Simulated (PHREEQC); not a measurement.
# Ultrapure water in contact with air or piping: an equilibrium model

Model water analysis in mg/L, 25 °C, pH 7.37, pe 8.4:

```json
[
 {"constituent": "Na", "mg/L": "0.282"},
 {"constituent": "K", "mg/L": "0.016"},
 {"constituent": "Ca", "mg/L": "0.182"},
 {"constituent": "Mg", "mg/L": "0.0223"},
 {"constituent": "Cl", "mg/L": "0.161"},
 {"constituent": "S(6) as SO4", "mg/L": "0.203"},
 {"constituent": "Alkalinity as HCO3", "mg/L": "0.893"},
 {"constituent": "N(5) as NO3", "mg/L": "0.0129"},
 {"constituent": "Ni", "mg/L": "0.00128"},
 {"constituent": "Br", "mg/L": "0.0448"},
 {"constituent": "O(0) (dissolved oxygen)", "mg/L": "0.00432"}
]
```

Valence states are taken as typed.

Model: ion-association model, wateq4f.dat, run in PHREEQC.

This is a speciation only: nothing precipitates in the calculation.

**Question.** Predict the charge-balance error.

**Answer.** charge-balance error -1.1 %.

**Question.** In which forms is C present?

**Answer.** HCO3- 91 %, CO2 8.7 % of the C.

Complexes and solids missing from the database can't appear. The database's nickel carbonate constants are estimates that later reviews lower a good deal.
